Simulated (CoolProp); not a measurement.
Sulfur hexafluoride along the isobar 3.88 MPa: Z from the reference equation and from simpler models built on Tc = 45.6 °C, pc = 3.755 MPa, ω = 0.210; each cubic takes its own stable root.

The numbers come from the reference Helmholtz-energy equation of state, Guder 2009 in CoolProp.

```tsv
T (°C)	phase	reference
-24.25	liquid	0.1576
-3.15	liquid	0.1563
17.95	liquid	0.1601
39.15	liquid	0.1802
60.25	supercritical	0.5927
81.35	supercritical	0.7135
102.45	supercritical	0.7827
123.55	supercritical	0.8301
144.75	supercritical	0.8651
165.85	supercritical	0.8918
186.95	supercritical	0.9128
208.05	supercritical	0.9297
229.15	supercritical	0.9435
250.35	supercritical	0.9549
```

Q: How far does each simpler model (van der Waals, Soave-Redlich-Kwong, Peng-Robinson) lie from the reference over these 14 states: mean and median of the absolute difference, and the worst?

A: 
- van der Waals: mean 17.3 %, median 4.1 %, worst +52.2 % at -24.25 °C and 3.88 MPa
- Soave-Redlich-Kwong: mean 3.5 %, median 0.9 %, worst +18.7 % at 39.15 °C and 3.88 MPa
- Peng-Robinson: mean 3.1 %, median 2.3 %, worst -7.2 % at -24.25 °C and 3.88 MPa
